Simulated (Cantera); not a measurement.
Charge: 1 mol SiCl₄, 0.68 mol HCl, 49 mol H₂, equilibrated at 75.0 Torr.

Method: chemical equilibrium by Gibbs-energy minimisation in Cantera with the NASA 1993 tables (ideal gas, pure condensed phases). Candidate condensed phases: Si; 19 gas species. The tables' values for SiCl₃, SiCl are old estimates; treat these amounts as uncertain. Gases not in the tables: Si₂H₆ and higher silanes. The numbers say what is thermodynamically allowed, not how fast it happens.

log p: log10 of the partial pressure in bar; n: condensed amount in mol.

```csv
T (K),log p H₂,log p HCl,log p SiCl₂,log p SiCl₄,log p SiHCl₃,n Si(s),n Si(l)
1050,-1.02,-2.67,-4.28,-2.90,-3.24,0,0
1150,-1.02,-2.47,-3.57,-3.08,-3.32,0.107,0
1250,-1.03,?,?,?,?,?,0
1350,-1.03,-2.23,-2.98,-3.99,-4.03,0.282,0
1450,-1.03,-2.21,-2.90,-4.65,-4.54,0.281,0
1550,-1.03,-2.21,-2.87,?,?,0.263,0
1650,-1.03,-2.22,-2.85,-5.87,-5.46,0.242,0
1750,-1.03,-2.21,-2.86,-6.38,-5.87,0,0.268
1850,-1.04,-2.19,-2.89,-6.85,-6.24,0,0.315
```

Task: Fill in the missing entries.

Result: 
- 1250, log p HCl: -2.31
- 1250, log p SiCl₂: -3.18
- 1250, log p SiCl₄: -3.43
- 1250, log p SiHCl₃: -3.60
- 1250, n Si(s): 0.233
- 1550, log p SiCl₄: -5.29
- 1550, log p SiHCl₃: -5.02
